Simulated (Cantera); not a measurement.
Input: 1 mol SiH2Cl2, 0.05 mol HCl, 690 mol H2, held at 10000 Pa.

These are equilibrium values from Cantera (NASA tables, ideal gas, pure condensed phases), not measurements of a reactor. Candidate condensed phases: Si; 19 gas species. The tables' values for SiCl are old estimates; treat these amounts as uncertain. Gases not in the tables: Si2H6 and higher silanes. Kinetics and transport are ignored.

x: gas mole fraction; n: condensed amount in mol.

| T (K) | x H2 | x H | x HCl | x Si | x SiHCl3 | n Si(s) | n Si(l) |
|---|---|---|---|---|---|---|---|
| 900 | 0.998 | 3.69e-10 | 0.00160 | <1e-12 | ? | 0.707 | 0 |
| 1100 | 0.997 | 8.16e-8 | 0.00289 | <1e-12 | ? | 0.977 | 0 |
| 1300 | 0.997 | 3.49e-6 | 0.00291 | 4.33e-10 | ? | 0.983 | 0 |
| 1500 | 0.997 | 5.56e-5 | 0.00291 | 1.05e-7 | ? | 0.980 | 0 |
| 1700 | 0.997 | 0.000465 | 0.00290 | 6.79e-6 | ? | 0 | 0.961 |
| 1900 | 0.994 | 0.00250 | 0.00290 | 0.000126 | ? | 0 | 0.827 |
| 2100 | 0.986 | 0.00978 | 0.00288 | 0.00105 | ? | 0 | 0 |
| 2300 | 0.966 | 0.0301 | 0.00284 | 0.00121 | ? | 0 | 0 |
| 2500 | 0.920 | 0.0762 | 0.00268 | 0.00126 | <1e-12 | 0 | 0 |

Question: Complete the blanks.

Answer: 
- 900, x SiHCl3: 0.000240
- 1100, x SiHCl3: 7.65e-6
- 1300, x SiHCl3: 2.20e-7
- 1500, x SiHCl3: 1.61e-8
- 1700, x SiHCl3: 2.16e-9
- 1900, x SiHCl3: 3.15e-10
- 2100, x SiHCl3: 5.17e-11
- 2300, x SiHCl3: 2.31e-12
